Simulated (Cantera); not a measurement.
An isothermal, constant-pressure homogeneous reactor starts with 31.2 % CH4, 68.8 % H2O, at 2100 K and 3450 Torr.

Cantera simulation using GRI-Mech 3.0 (53 species, 325 reactions); the numbers are that mechanism's predictions, not measurements.

x: mole fraction; the columns are a selection and need not sum to one.

| t (s) | x CH4 | x H2O | x CO2 | x H2O2 | x H | x O2 |
|---|---|---|---|---|---|---|
| 0.000100 | 0.0427 | 0.507 | 0.00230 | 1.10e-9 | 0.000845 | … |
| 0.000389 | 0.0208 | 0.428 | 0.00929 | 7.16e-10 | 0.000984 | … |
| 0.00152 | 0.0133 | 0.320 | 0.0145 | 3.20e-10 | 0.00106 | … |
| 0.00590 | 0.00468 | 0.236 | 0.0140 | 1.49e-10 | 0.00111 | … |
| 0.0230 | 5.46e-5 | 0.217 | 0.0134 | 1.21e-10 | 0.00112 | 1.05e-8 |
| 0.0894 | 8.08e-8 | 0.217 | 0.0134 | 1.22e-10 | 0.00112 | 1.05e-8 |
| 0.348 | 8.08e-8 | 0.217 | 0.0134 | 1.22e-10 | 0.00112 | 1.05e-8 |
| 1.36 | 8.08e-8 | 0.217 | 0.0134 | 1.22e-10 | 0.00112 | 1.05e-8 |
| 5.28 | 8.08e-8 | 0.217 | 0.0134 | 1.22e-10 | 0.00112 | 1.05e-8 |
| 20.5 | 8.08e-8 | 0.217 | 0.0134 | 1.22e-10 | 0.00112 | 1.05e-8 |
| 80.0 | 8.08e-8 | 0.217 | 0.0134 | 1.22e-10 | 0.00112 | 1.05e-8 |

### Question
Complete the blanks.

### Answer

- 0.000100, x O2: 7.81e-8
- 0.000389, x O2: 4.71e-8
- 0.00152, x O2: 2.32e-8
- 0.00590, x O2: 1.25e-8
